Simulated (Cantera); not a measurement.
What does this Cantera script print?

```python
import numpy as np
import cantera as ct

gas = ct.Solution("gri30.yaml")


def delay(T, t_max=10):
    gas.TPX = T, 37000, {'CH4': 1, 'CO': 0.14, 'O2': 1.72, 'N2': 6.9}
    reactor = ct.IdealGasConstPressureReactor(gas, clone=False)
    net = ct.ReactorNet([reactor])
    net.rtol, net.atol = 1e-8, 1e-16
    while net.time < t_max:
        t_old, T_old = net.time, reactor.T
        net.step()
        if reactor.T > T + 400:  # ignition: a rise of 400 K
            return t_old + (T + 400 - T_old) / (reactor.T - T_old) * (net.time - t_old)
    return np.nan


taus = []
for T in [1175, 1225, 1275, 1325, 1375, 1425, 1475, 1525]:
    taus.append(delay(T))
    print(f"T0 = {T:6g} K   tau = {taus[-1]:.4e} s")
```

Output:

```
T0 =   1175 K   tau = 1.9275e-01 s
T0 =   1225 K   tau = 8.9115e-02 s
T0 =   1275 K   tau = 4.3038e-02 s
T0 =   1325 K   tau = 2.1700e-02 s
T0 =   1375 K   tau = 1.1443e-02 s
T0 =   1425 K   tau = 6.3293e-03 s
T0 =   1475 K   tau = 3.6807e-03 s
T0 =   1525 K   tau = 2.2493e-03 s
```

Computed with Cantera and GRI-Mech 3.0 (53 species, 325 reactions).
